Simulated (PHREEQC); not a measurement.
Make-up at 25 °C: 0.29 mol/kgw H2SO4, 0.013 mol/kgw FeCl3 and 0.00012 mol/kgw MgCl2. Closed to the air; pH follows from the charge balance.

Model: ion-association model, wateq4f.dat, run in PHREEQC.

Question: The ionic strength comes out as 0.386 mol/kgw. What activity coefficients do FeSO4+, FeHSO4+2, Mg+2, Cl-, Fe(SO4)2- get?

Answer: FeSO4+ 0.70, FeHSO4+2 0.28, Mg+2 0.30, Cl- 0.66, Fe(SO4)2- 0.73.

No solid was allowed to form. Species that the database lacks are ignored.
